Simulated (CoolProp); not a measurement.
Vapour-liquid equilibrium of n-heptane (1) + ethylbenzene (2) at 420 kPa; x and y are mole fractions of (1).

Model: multi-fluid Helmholtz-energy mixture model, Span 2003 and Zhou 2012; pair parameters Bell 2016, in CoolProp.

**Question.** Give the bubble temperature and the first vapour's composition at x = 0.125, 0.575, 0.875. Is there an azeotrope?

**Answer.** x = 0.125: 189.0 °C, y = 0.256; x = 0.575: 167.7 °C, y = 0.738; x = 0.875: 158.7 °C, y = 0.929. No azeotrope shows between x = 0.05 and 0.95.

The pair parameters rest on a limited set of measurements; away from them the model extrapolates.
